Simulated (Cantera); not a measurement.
**Equilibrium for carbothermic reduction: Fe2O3 + CH4 + H2**

Charge: 1 mol Fe2O3, 0.5 mol CH4, 0.21 mol H2, held at 0.308 Torr.

These are equilibrium values from Cantera (NASA tables, ideal gas, pure condensed phases), not measurements of a reactor. Candidate condensed phases: C, C6H6, C7H8, C8H18, Fe, Fe(CO)5, FeO, Fe(OH)2, Fe(OH)3, Fe2O3, Fe3O4, H2O; 114 gas species. The tables' stoichiometric FeO is somewhat more stable than real wüstite, so its field is too wide. FeO: taken at fixed stoichiometry. Rates play no part.

From 1223 K to 1623 K the condensed part is FeO(s). From 1673 K to 1823 K the condensed part is FeO(l). The main Fe-bearing gas is Fe throughout.

| T (K) | log p H2 | log p H2O | log p CO | log p CO2 | log p Fe | log p H | n FeO(s) | n FeO(l) |
|---|---|---|---|---|---|---|---|---|
| 1223 | -3.70 | -4.04 | -4.04 | -4.54 | -10.18 | -8.37 | 2.00 | 0 |
| 1273 | -3.71 | -4.03 | -4.03 | -4.57 | -9.48 | -8.00 | 2.00 | 0 |
| 1323 | -3.71 | -4.02 | -4.02 | -4.60 | -8.84 | -7.65 | 2.00 | 0 |
| 1373 | -3.71 | -4.02 | -4.02 | -4.63 | -8.25 | -7.33 | 2.00 | 0 |
| 1423 | -3.72 | -4.01 | -4.01 | -4.66 | -7.70 | -7.04 | 2.00 | 0 |
| 1473 | -3.72 | -4.00 | -4.00 | -4.68 | -7.18 | -6.76 | 2.00 | 0 |
| 1523 | -3.72 | -4.00 | -4.00 | -4.70 | -6.71 | -6.50 | 2.00 | 0 |
| 1573 | -3.73 | -3.99 | -4.00 | -4.73 | -6.26 | -6.25 | 2.00 | 0 |
| 1623 | -3.73 | -3.99 | -3.99 | -4.74 | -5.85 | -6.03 | 1.99 | 0 |
| 1673 | -3.74 | -3.98 | -4.00 | -4.76 | -5.48 | -5.81 | 0 | 1.99 |
| 1723 | -3.75 | -3.97 | -4.00 | -4.76 | -5.16 | -5.62 | 0 | 1.97 |
| 1773 | -3.78 | -3.95 | -4.01 | -4.75 | -4.87 | -5.44 | 0 | 1.94 |
| 1823 | -3.82 | -3.93 | -4.03 | -4.73 | -4.62 | -5.27 | 0 | 1.89 |
log p: log10 of the partial pressure in bar; n: condensed amount in mol.
